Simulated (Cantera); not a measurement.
# Si2Cl6 + NH3 + H2 (silicon nitride deposition)

Input: 1 mol Si2Cl6, 7.9 mol NH3, 9.9 mol H2, equilibrated at 59.3 Torr.

Cantera equilibrium calculation (NASA polynomials, part measured and part estimated; ideal gas, pure solids and liquids). Candidate condensed phases: NH4Cl, Si, Si3N4; 28 gas species. The feed counts by its element totals alone. The tables' values for SiCl3, SiCl are old estimates; treat these amounts as uncertain. Gases not in the tables: Si2H6 and higher silanes. Equilibrium is a limit: real reactors are often held back by kinetics, nucleation or transport.

```
T (K)  log p H2  log p HCl  log p N2  log p SiCl2  n Si3N4(s)  n Si(l)
-----  --------  ---------  --------  -----------  ----------  -------
1548      -1.26      -1.82     -2.09        -3.08       0.554        0
1598      -1.26      -1.85     -2.07        -2.88       0.497        0
1648      -1.26      -1.89     -2.06        -2.72       0.428        0
1698      -1.25      -1.94     -2.04        -2.59       0.352        0
1748      -1.25      -2.00     -2.02        -2.49       0.273        0
1798      -1.25      -2.06     -2.00        -2.41       0.196        0
1848      -1.26      -2.07     -1.96        -2.41           0    0.568
1898      -1.26      -2.06     -1.96        -2.42           0    0.596
1948      -1.26      -2.05     -1.96        -2.43           0    0.619
```
log p: log10 of the partial pressure in bar; n: condensed amount in mol.

From 1548 K to 1798 K the condensed part is Si3N4(s). From 1848 K to 1948 K the condensed part is Si(l). The main Si-bearing gas is SiCl2 throughout. The share of Si in condensed phases is highest at 1548 K (83.1 %) and lowest at 1848 K (28.4 %).
